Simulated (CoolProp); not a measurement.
Saturated liquid density (kg/m³) of C2F6 (R116): the reference equation beside estimates from Tc = 293.0 K, pc = 3.048 MPa, ω = 0.257. Rackett uses Z = 0.29056 − 0.08775 ω.

Model: reference Helmholtz-energy equation of state, Lemmon 2006, in CoolProp. It is a short technical equation, of lower accuracy than the large ones.

| T (K) | reference | Rackett | van der Waals |
|---|---|---|---|
| 210.5 | 1534 | … | 969.3 |
| 215.8 | … | 1583 | 952.9 |
| 221.2 | 1482 | 1554 | 935.6 |
| 226.5 | … | 1525 | 917.8 |
| 231.9 | 1425 | 1494 | 898.9 |
| 237.2 | 1395 | 1462 | 879.4 |
| 242.6 | 1364 | 1428 | 858.6 |
| 247.9 | 1331 | 1393 | 836.9 |
| 253.3 | 1295 | 1355 | 813.5 |
| 258.6 | 1257 | … | 788.8 |

Question: Some entries are withheld; supply them.

Answer: 
- 210.5, Rackett: 1611
- 215.8, reference: 1509
- 226.5, reference: 1454
- 258.6, Rackett: 1315

Absolute difference from the reference over all 10 rows, mean and median: Rackett 4.8 and 4.8 %, van der Waals 37.0 and 36.9 %.
